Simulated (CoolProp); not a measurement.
Vapour-liquid equilibrium of methane (1) + ethane (2) at -135.75 °C; x and y are mole fractions of (1).

Values from CoolProp's multi-fluid Helmholtz-energy mixture model, Setzmann 1991 and Bücker 2006; pair parameters Kunz 2012.

Q: Give the bubble pressure and the first vapour's composition at x = 0.05, 0.65, 0.95. Is there an azeotrope?

A: x = 0.05: 0.03971 MPa, y = 0.928; x = 0.65: 0.3782 MPa, y = 0.996; x = 0.95: 0.5286 MPa, y = 0.999. No azeotrope shows between x = 0.05 and 0.95.

Pair parameters are fitted to limited data, so mixtures are less certain than the pure fluids. The gap from Raoult's law changes sign with composition, which may be real or a fault of the pair parameters; it wasn't checked against measurements.
